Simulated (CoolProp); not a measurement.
Properties of R1123 along the isobar 15.3 MPa (Tc = 331.7 K, pc = 4.549 MPa, ω = 0.243).

Computed with CoolProp (reference Helmholtz-energy equation of state, Akasaka 2020).

```csv
T (K),phase,density (kg/m³),cp (kJ/(kg K)),expansivity (1/kK)
312.6,liquid,1058,1.454,3.637
327.8,liquid,997.2,1.515,…
343.1,supercritical,930.2,…,4.910
358.3,supercritical,858.0,1.653,5.735
373.5,supercritical,781.3,1.710,6.581
388.7,supercritical,…,1.736,7.236
403.9,supercritical,628.5,1.718,7.447
419.1,supercritical,562.1,1.663,7.165
434.4,supercritical,505.9,1.593,6.573
449.6,supercritical,460.1,1.528,…
464.8,supercritical,422.7,1.475,5.267
480,supercritical,391.9,1.435,4.720
```

Task: Some entries are withheld; supply them.

Result: 
- 327.8, expansivity (1/kK): 4.200
- 343.1, cp (kJ/(kg K)): 1.584
- 388.7, density (kg/m³): 703.1
- 449.6, expansivity (1/kK): 5.900
